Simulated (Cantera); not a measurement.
Input: 1 mol Pb, 0.12 mol H₂, at 1673 K.

Method: chemical equilibrium by Gibbs-energy minimisation in Cantera with the NASA 1993 tables (ideal gas, pure condensed phases). Candidate condensed phases: Pb; 4 gas species. Equilibrium is a limit: real reactors are often held back by kinetics, nucleation or transport.

At 10.0 bar, list the 4 most abundant gas species with their mole fractions, and the condensed phases.

H₂ 0.989, Pb 0.0109, H 3.58e-5, Pb₂ 1.22e-5. Condensed: Pb(l).
